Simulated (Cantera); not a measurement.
Gas mixture: 100 % H2O, at 0.120 Torr, frozen composition.

Cantera's kinetic-theory transport with the Lennard-Jones parameters of GRI-Mech 3.0, ideal gas; thermal conductivity in the multicomponent form. Polar gases are described roughly by these parameters.

D: mixture-averaged diffusion coefficient of that species in the mixture.

```tsv
T (K)	ρ (kg/m³)	cp (J/kg/K)	μ (µPa s)	λ (mW/m/K)	Pr	D (cm²/s) H2	D (cm²/s) C2H2	D (cm²/s) CH4
400	8.67e-5	1902	14.0	36.8	0.722	9200	1910	___
550	6.30e-5	1985	19.6	54.3	0.716	16200	3540	___
700	4.95e-5	2082	25.2	73.7	0.714	24700	5550	___
850	4.08e-5	2185	30.8	94.4	0.713	34500	7910	___
1000	3.47e-5	2292	36.2	116	0.714	45500	10600	___
1150	3.01e-5	2401	41.5	140	0.715	57600	13500	___
1300	2.67e-5	2502	46.7	163	0.716	70700	16800	___
1450	2.39e-5	2596	51.6	187	0.717	84900	20300	___
1600	2.17e-5	2681	56.4	211	0.718	100000	24000	___
```

Task: Complete the blanks.

Result: 
- 400, D (cm²/s) CH4: 2520
- 550, D (cm²/s) CH4: 4640
- 700, D (cm²/s) CH4: 7250
- 850, D (cm²/s) CH4: 10300
- 1000, D (cm²/s) CH4: 13800
- 1150, D (cm²/s) CH4: 17600
- 1300, D (cm²/s) CH4: 21700
- 1450, D (cm²/s) CH4: 26200
- 1600, D (cm²/s) CH4: 31000
